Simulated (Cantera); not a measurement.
## Adiabatic ignition

An adiabatic, constant-pressure homogeneous reactor starts with H2 : O2 : N2 = 1 : 0.208 : 0.958 (molar parts), at 1425 K and 9.87 atm.

Detailed kinetics in Cantera: GRI-Mech 3.0 (53 species, 325 reactions). The hydrogen kinetics of GRI-Mech 3.0 are dated; newer H2 mechanisms differ, most at raised pressure.

```tsv
t (s)	T (K)	x H2	x O2	x NO	x HO2	x N2O
3.00e-6	2210	0.252	0.000783	8.55e-6	3.85e-6	2.38e-8
9.54e-6	2662	0.288	3.83e-5	2.59e-5	1.71e-7	2.02e-8
3.04e-5	2713	0.292	1.29e-5	3.35e-5	4.35e-8	2.13e-8
9.65e-5	2714	0.292	1.24e-5	5.34e-5	4.14e-8	2.16e-8
0.000307	2714	0.292	1.24e-5	0.000108	4.12e-8	2.29e-8
0.000977	2713	0.292	1.23e-5	0.000183	4.10e-8	2.64e-8
0.00311	2713	0.292	1.23e-5	0.000196	4.10e-8	2.71e-8
0.00988	2713	0.292	1.23e-5	0.000196	4.10e-8	2.71e-8
0.0314	2713	0.292	1.23e-5	0.000196	4.10e-8	2.71e-8
0.100	2713	0.292	1.23e-5	0.000196	4.10e-8	2.71e-8
```
x: mole fraction; the columns are a selection and need not sum to one.

```json
{
 "time_of_steepest_temperature_rise": "2.61 µs",
 "temperature at 0.100 s": "2713 K",
 "equilibrium_temperature": "2713 K",
 "x(H2) at 0.100 s": "0.292 (gas-phase equilibrium 0.292)",
 "x(O2) at 0.100 s": "1.23e-5 (gas-phase equilibrium 1.23e-5)",
 "x(NO) at 0.100 s": "0.000196 (gas-phase equilibrium 0.000196)"
}
```
